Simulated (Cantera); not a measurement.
**Adiabatic ignition**

An adiabatic, constant-volume homogeneous reactor starts with 13.9 % CH4, 1.67 % C2H6, 17.7 % O2, 66.7 % N2, equivalence ratio 1.9, at 1250 K and 1.18 atm.

Cantera simulation using GRI-Mech 3.0 (53 species, 325 reactions); the numbers are that mechanism's predictions, not measurements.

```tsv
t (s)	T (K)	P (bar)	x CH4	x C2H6	x O2	x C2H	x H2O	x CO	x OH
8.00e-6	1250	1.20	0.139	0.0167	0.177	<1e-12	9.64e-9	1.09e-12	4.24e-10
1.94e-5	1250	1.20	0.139	0.0167	0.177	<1e-12	6.07e-8	1.68e-11	1.09e-9
4.72e-5	1250	1.20	0.139	0.0167	0.177	<1e-12	3.90e-7	2.73e-10	3.01e-9
0.000115	1250	1.20	0.139	0.0167	0.177	<1e-12	2.98e-6	5.44e-9	1.09e-8
0.000279	1250	1.20	0.139	0.0167	0.177	<1e-12	3.21e-5	1.82e-7	5.49e-8
0.000678	1251	1.20	0.139	0.0164	0.176	<1e-12	0.000368	1.01e-5	2.29e-7
0.00165	1265	1.22	0.136	0.0151	0.174	<1e-12	0.00305	0.000398	7.90e-7
0.00400	2662	3.01	4.17e-11	<1e-12	4.62e-5	<1e-12	0.132	0.128	0.00248
0.00972	2662	3.01	4.17e-11	<1e-12	4.63e-5	<1e-12	0.132	0.128	0.00248
0.0236	2662	3.01	4.16e-11	<1e-12	4.63e-5	<1e-12	0.132	0.128	0.00248
0.0574	2662	3.01	4.16e-11	<1e-12	4.63e-5	<1e-12	0.132	0.128	0.00248
0.139	2662	3.01	4.16e-11	<1e-12	4.63e-5	<1e-12	0.132	0.128	0.00248
0.339	2662	3.01	4.16e-11	<1e-12	4.63e-5	<1e-12	0.132	0.128	0.00248
0.823	2662	3.01	4.16e-11	<1e-12	4.63e-5	<1e-12	0.132	0.128	0.00248
2.00	2662	3.01	4.16e-11	<1e-12	4.63e-5	<1e-12	0.132	0.128	0.00248
```
x: mole fraction; the columns are a selection and need not sum to one.

```json
{
  "time_of_steepest_temperature_rise": "2.77 ms",
  "temperature at 2.00 s": "2662 K",
  "equilibrium_temperature": "2662 K",
  "x(CH4) at 2.00 s": "4.16e-11 (gas-phase equilibrium 4.69e-11)",
  "x(C2H6) at 2.00 s": "<1e-12 (gas-phase equilibrium <1e-12)",
  "x(O2) at 2.00 s": "4.63e-5 (gas-phase equilibrium 4.63e-5)"
}
```
